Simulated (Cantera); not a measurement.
A freely propagating, adiabatic, planar premixed flame of H2 : O2 : N2 : H2O = 1 : 0.417 : 1.57 : 0.49 (molar parts), equivalence ratio 1.2, unburnt at 648 K and 10.0 bar; mixture-averaged transport, grid criteria slope 0.08 and curve 0.16, no radiation.

Model: the H2/O2 subset of GRI-Mech 3.0, which has no nitrogen chemistry, integrated in Cantera. The hydrogen kinetics of GRI-Mech 3.0 are dated; newer H2 mechanisms differ, most at raised pressure. Burning velocities carry a grid error of a few per cent, more on coarse grids.

**Question.** How do the results move with these cheaper or finer settings: unity-Lewis-number transport; multicomponent transport; multicomponent+Soret transport; grid criteria slope 0.5, curve 1; grid criteria slope 0.25, curve 0.5; grid criteria slope 0.03, curve 0.06?

**Answer.** 
| setting | laminar burning velocity | thermal thickness | peak x(HO2) | peak x(O) | grid points |
|---|---|---|---|---|---|
| as above | 422 cm/s | 0.0268 mm | 0.00163 | 0.00193 | 114 |
| unity-Lewis-number transport | 363 cm/s | 0.0253 mm | 0.00109 | 0.00212 | 105 |
| multicomponent transport | 427 cm/s | 0.0267 mm | 0.00162 | 0.00194 | 114 |
| multicomponent+Soret transport | 398 cm/s | 0.0268 mm | 0.00160 | 0.00192 | 116 |
| grid criteria slope 0.5, curve 1 | 460 cm/s | 0.0346 mm | 0.00145 | 0.00209 | 34 |
| grid criteria slope 0.25, curve 0.5 | 431 cm/s | 0.0290 mm | 0.00157 | 0.00199 | 53 |
| grid criteria slope 0.03, curve 0.06 | 424 cm/s | 0.0260 mm | 0.00164 | 0.00189 | 246 |
Unity Lewis numbers drop preferential diffusion, which matters most where H2 and H carry the flame; Soret adds thermal diffusion.
